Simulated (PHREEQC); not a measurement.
Solution (20 °C): 0.97 mol/kgw KOH, 0.0014 mol/kgw KNO3 and 0.85 mol/kgw KH2PO4. Closed to the air; pH follows from the charge balance.

Model: ion-association model, phreeqc.dat, run in PHREEQC.

Precipitation was switched off in this run.

Q: Estimate the pH, ionic strength, activity of water.

A: pH 10.29; ionic strength 2.51 mol/kgw; activity of water 0.958.

Q: In which forms is K present?

A: K+ 89 %, KHPO4- 11 % of the K.

Caution: at this ionic strength the ion-association model is outside its range; a Pitzer model would be the better tool where its parameters exist.
